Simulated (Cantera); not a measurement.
An adiabatic, constant-volume homogeneous reactor starts with CH₄ : O₂ : N₂ : CO₂ = 1 : 2.47 : 9.28 : 3.5 (molar parts), equivalence ratio 0.81, at 1625 K and 1.90 bar. Integrator tolerance rtol = 1e-08.

Detailed kinetics in Cantera: GRI-Mech 3.0 (53 species, 325 reactions).

What does this change do: N2 9.28 to 6.7 parts?


```csv
quantity,before,after
time of steepest temperature rise,0.284 ms,0.241 ms
temperature at 0.300 s,2586 K,2649 K
equilibrium temperature,2586 K,2649 K
x(CH₄) at 0.300 s,<1e-12 (gas-phase equilibrium <1e-12),<1e-12 (gas-phase equilibrium <1e-12)
x(O₂) at 0.300 s,0.0402 (gas-phase equilibrium 0.0402),0.0506 (gas-phase equilibrium 0.0506)
x(CO₂) at 0.300 s,0.232 (gas-phase equilibrium 0.232),0.266 (gas-phase equilibrium 0.266)
x(CH₃) at 0.300 s,<1e-12 (gas-phase equilibrium <1e-12),<1e-12 (gas-phase equilibrium <1e-12)
x(CO) at 0.300 s,0.0379 (gas-phase equilibrium 0.0379),0.0516 (gas-phase equilibrium 0.0516)
x(OH) at 0.300 s,0.00991 (gas-phase equilibrium 0.00991),0.0134 (gas-phase equilibrium 0.0134)
```
